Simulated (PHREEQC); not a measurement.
Dissolve 0.0025 mol/kgw HF, 0.0016 mol/kgw NH4F and 0.00052 mol/kgw (NH4)2SiF6 at 25 °C. Closed to the air; pH follows from the charge balance.

Equilibrium calculation in PHREEQC: ion-association model, wateq4f.dat.

| quantity | before | after |
|---|---|---|
| pH | 3.22 | 3.14 |
| ionic strength (mol/kgw) | 0.00378 | 0.00393 |
| F- (mol/kgw) | 0.00227 | 0.00236 |
| HF (mol/kgw) | 0.00191 | 0.00169 |
| HF2- (mol/kgw) | 1.66e-5 | 1.25e-5 |
| H2F2 (mol/kgw) | 9.52e-6 | 1.49e-5 |

Problem. Name the change that produced these shifts.
(A) (NH4)2SiF6 left out
(B) HF from 0.0025 to 0.00225 mol/kgw
(C) temperature from 25 to 5 °C
(D) (NH4)2SiF6 from 0.00052 to 5.2e-05 mol/kgw
(E) temperature from 25 to 85 °C

Solution. C, temperature from 25 to 5 °C

This is a speciation only: nothing precipitates in the calculation. Constants without temperature data keep their 25 °C values here. SiF6-2 is the database's only silicon fluoride.
